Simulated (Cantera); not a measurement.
A closed system holds: 1 mol H2S, 0.048 mol O2, 0.63 mol H2, equilibrated at 3027 °C and 13.3 mbar.

Equilibrium computed with Cantera from the NASA thermochemical tables; the gas is ideal and each condensed phase is pure. Candidate condensed phases: H2O, H2SO4, S; 19 gas species. Kinetics and transport are ignored.

Base state: H 0.692, S 0.230, H2 0.0479, O 0.0163, SO 0.00480, SH 0.00419, S2 0.00224, OH 0.00190 (mole fractions); condensed: gas only.

### Question
What changes in the equilibrium state with this change: H2S replaced by HCl?

### Answer
```tsv
species	before	after
H	0.692	0.614
Cl	0	0.292
H2	0.0479	0.0376
S	0.230	0
HCl	0	0.0267
O	0.0163	0.0271
SO	0.00480	0
SH	0.00419	0
S2	0.00224	0
SO2	1.92e-5	0
H2S	1.82e-5	0
```
